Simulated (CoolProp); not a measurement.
Computed with CoolProp (reference Helmholtz-energy equation of state, Lemmon 2006). It is a short technical equation, of lower accuracy than the large ones.

Problem. Give the vapour pressure (MPa), liquid density (kg/m³), vapour density (kg/m³), liquid cp (kJ/(kg K)) of saturated isopentane at 29.45, 38.15, 46.95 °C.

Solution. 
```csv
T (°C),p (MPa),liquid density (kg/m³),vapour density (kg/m³),liquid cp (kJ/(kg K))
29.45,0.107,610,3.22,2.30
38.15,0.143,601,4.22,2.34
46.95,0.188,592,5.46,2.39
```
